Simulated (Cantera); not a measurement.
An isothermal, constant-pressure homogeneous reactor starts with 1.57 % H₂, 98.4 % O₂, equivalence ratio 0.0080, at 1173 K and 0.00197 atm.

Cantera simulation using GRI-Mech 3.0 (53 species, 325 reactions); the numbers are that mechanism's predictions, not measurements. Radical loss at walls, strong at low pressure, is not modelled.

### Question
Predict: x(H₂) at 1.00 s; x(O₂) at 1.00 s; x(H₂O₂) at 1.00 s; x(HO₂) at 1.00 s; x(H₂O) at 1.00 s; x(H) at 1.00 s; x(OH) at 1.00 s.

### Answer
```json
{
  "x(H₂) at 1.00 s": "8.41e-5 (gas-phase equilibrium 2.58e-9)",
  "x(O₂) at 1.00 s": "0.973 (gas-phase equilibrium 0.984)",
  "x(H₂O₂) at 1.00 s": "4.51e-9 (gas-phase equilibrium 1.32e-11)",
  "x(HO₂) at 1.00 s": "2.13e-7 (gas-phase equilibrium 2.65e-9)",
  "x(H₂O) at 1.00 s": "0.0148 (gas-phase equilibrium 0.0159)",
  "x(H) at 1.00 s": "0.000838 (gas-phase equilibrium 1.35e-10)",
  "x(OH) at 1.00 s": "0.00102 (gas-phase equilibrium 5.72e-6)"
}
```
